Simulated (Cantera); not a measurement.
What does this Cantera script print?

```python
import numpy as np
import cantera as ct

gas_names = """
    C CN CO CO2 C2 CCN CNC C2N2 C2O C3 C3O2 C4 C4N2 C5 N NCO NO NO2 NO3 N2 N2O O O2 O3 Si SiC SiC2 SiN
    SiO SiO2 Si2 Si2C Si2N Si3
""".split()
cond_names = """
    C(gr) Si(cr) Si(L) SiC(b) SiO2(Lqz) SiO2(hqz) SiO2(L) Si2N2O(s) Si3N4(a)
""".split()


def load(file, names, dense=False):
    # The tables refer to 1 bar. Condensed volumes are neglected.
    table = {s.name: s for s in ct.Species.list_from_file(file)}
    out = []
    for n in names:
        d = dict(table[n].input_data)
        d["thermo"] = dict(d["thermo"], **{"reference-pressure": 1e5})
        if dense:
            d["equation-of-state"] = {"model": "constant-volume", "density": "1e6 g/cm^3"}
        out.append(ct.Species.from_dict(d))
    return out


gas = ct.Solution(thermo="ideal-gas", species=load("nasa_gas.yaml", gas_names))
cond = {s.name: ct.Solution(thermo="fixed-stoichiometry", species=[s], name=s.name)
        for s in load("nasa_condensed.yaml", cond_names, dense=True)}
atoms = {
    'Si': {'Si': 1},
    'CO': {'C': 1, 'O': 1},
    'N2': {'N': 2},
}
top_T = {'C(gr)': 4500, 'SiC(b)': 3050, 'Si2N2O(s)': 2100, 'Si3N4(a)': 2400}  # K; cautious upper limits of use, not melting points


def equilibrate(T, P, feed):
    n = {}
    for name, mol in feed.items():
        for a, k in atoms[name].items():
            n[a] = n.get(a, 0.0) + k * mol
    gas.TPX = T, P, n
    mass = sum(n.values()) * gas.mean_molecular_weight
    gas.equilibrate("TP")
    valid = [c for c in cond.values() if c.min_temp <= T <= top_T.get(c.name, c.max_temp)]
    mix = ct.Mixture([(gas, mass / gas.mean_molecular_weight)] + [(c, 0.0) for c in valid])
    mix.T, mix.P = T, P
    mix.equilibrate("TP", solver="vcs", rtol=1e-11, max_steps=5000)
    return mix


results = []
feed = {'Si': 1, 'CO': 26, 'N2': 3.1}  # mol
P = 1000  # Pa
for T in [650, 700, 750, 800, 850, 900, 950, 1000, 1050, 1100, 1150, 1200]:
    mix = equilibrate(T, P, feed)
    results.append((T, P, feed, dict(zip(mix.species_names, mix.species_moles))))
    x = sorted(zip(gas.X, gas.species_names), reverse=True)
    print(f"T = {T:g} K  P = {P:g} Pa  gas = {mix.phase_moles(0):.4g} mol")
    print("   x: " + "  ".join(f"{s} {v:.3e}" for v, s in x if v > 1e-06))
    print("   condensed (mol): " + ("  ".join(f"{mix.phase(i).name} {mix.phase_moles(i):.4g}"
          for i in range(1, mix.n_phases) if mix.phase_moles(i) > 1e-12) or "none"))
```

Output:

```
T = 650 K  P = 1000 Pa  gas = 15.44 mol
   x: CO2 7.556e-01  N2 2.008e-01  CO 4.359e-02
   condensed (mol): C(gr) 13.66  SiO2(Lqz) 1
T = 700 K  P = 1000 Pa  gas = 16.15 mol
   x: CO2 6.783e-01  N2 1.920e-01  CO 1.297e-01
   condensed (mol): C(gr) 12.95  SiO2(Lqz) 1
T = 750 K  P = 1000 Pa  gas = 17.83 mol
   x: CO2 5.203e-01  CO 3.058e-01  N2 1.739e-01
   condensed (mol): C(gr) 11.27  SiO2(Lqz) 1
T = 800 K  P = 1000 Pa  gas = 20.85 mol
   x: CO 5.512e-01  CO2 3.000e-01  N2 1.487e-01
   condensed (mol): C(gr) 8.255  SiO2(Lqz) 1
T = 850 K  P = 1000 Pa  gas = 24.17 mol
   x: CO 7.504e-01  N2 1.283e-01  CO2 1.213e-01
   condensed (mol): C(gr) 4.932  SiO2(hqz) 1
T = 900 K  P = 1000 Pa  gas = 26.07 mol
   x: CO 8.415e-01  N2 1.189e-01  CO2 3.954e-02
   condensed (mol): C(gr) 3.031  SiO2(hqz) 1
T = 950 K  P = 1000 Pa  gas = 26.76 mol
   x: CO 8.714e-01  N2 1.158e-01  CO2 1.271e-02
   condensed (mol): C(gr) 2.34  SiO2(hqz) 1
T = 1000 K  P = 1000 Pa  gas = 26.98 mol
   x: CO 8.807e-01  N2 1.149e-01  CO2 4.400e-03
   condensed (mol): C(gr) 2.119  SiO2(hqz) 1
T = 1050 K  P = 1000 Pa  gas = 27.05 mol
   x: CO 8.837e-01  N2 1.146e-01  CO2 1.670e-03
   condensed (mol): C(gr) 2.045  SiO2(hqz) 1
T = 1100 K  P = 1000 Pa  gas = 27.08 mol
   x: CO 8.848e-01  N2 1.145e-01  CO2 6.910e-04
   condensed (mol): C(gr) 2.019  SiO2(hqz) 1
T = 1150 K  P = 1000 Pa  gas = 27.09 mol
   x: CO 8.853e-01  N2 1.144e-01  CO2 3.092e-04
   condensed (mol): C(gr) 2.008  SiO2(hqz) 1
T = 1200 K  P = 1000 Pa  gas = 27.1 mol
   x: CO 8.854e-01  N2 1.144e-01  CO2 1.482e-04
   condensed (mol): C(gr) 2.004  SiO2(hqz) 1
```

Equilibrium computed with Cantera from the NASA thermochemical tables; the gas is ideal and each condensed phase is pure. The tables hold silica as quartz up to 1696 K and as liquid above; real silica turns to tridymite and cristobalite and melts near 1996 K.
